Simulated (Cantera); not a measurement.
An isothermal, constant-pressure homogeneous reactor starts with 98.7 % N2O, 1.28 % H2O, at 1550 K and 0.326 atm.

Detailed kinetics in Cantera: GRI-Mech 3.0 (53 species, 325 reactions). GRI-Mech 3.0 was tuned for natural gas; its chemistry of N2O as a main component is partial and can be far from experiment. The temperature is held fixed by assumption; the heat of reaction is taken as removed at once.

### Question
Predict: x(N2O) at 1.00 s; x(H2O) at 1.00 s; x(NO) at 1.00 s; x(OH) at 1.00 s; x(N2) at 1.00 s.

### Answer
```
Item                                                Value
----------------  ---------------------------------------
x(N2O) at 1.00 s  6.65e-6 (gas-phase equilibrium 5.68e-8)
x(H2O) at 1.00 s  0.00857 (gas-phase equilibrium 0.00857)
x(NO) at 1.00 s     0.147 (gas-phase equilibrium 0.00179)
x(OH) at 1.00 s   4.86e-5 (gas-phase equilibrium 5.17e-5)
x(N2) at 1.00 s       0.587 (gas-phase equilibrium 0.660)
```
